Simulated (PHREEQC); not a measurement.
Consider water at 20 °C with 0.012 mol Li2SO4, 0.0048 mol NaOH and 0.009 mol H2SO4 per kg of water. Closed to the air; pH follows from the charge balance.

Computed with PHREEQC (ion-association model, wateq4f.dat).

No solid was allowed to form.

**Question.** What pH does the model give?

**Answer.** pH 2.16.

**Question.** In which forms is S present?

**Answer.** SO4-2 72 %, HSO4- 24 %, LiSO4- 3.4 %, NaSO4- 0.7 % of the S.
